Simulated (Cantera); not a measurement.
A freely propagating, adiabatic, planar premixed flame of H₂ : O₂ : N₂ = 0.77 : 0.294 : 1.11 (molar parts), equivalence ratio 1.3, unburnt at 700 K and 53000 Pa; mixture-averaged transport, grid criteria slope 0.08 and curve 0.16, no radiation.

Detailed kinetics in Cantera: the H2/O2 subset of GRI-Mech 3.0, which has no nitrogen chemistry. Burning velocities carry a grid error of a few per cent, more on coarse grids.

Question: Predict: laminar burning velocity; thermal thickness; peak x(OH); peak x(H₂O₂); peak x(HO₂).

Answer: 
```
Item                         Result
------------------------  ---------
laminar burning velocity  1070 cm/s
thermal thickness           1.14 mm
peak x(OH)                   0.0167
peak x(H₂O₂)                2.18e-6
peak x(HO₂)                0.000120
```
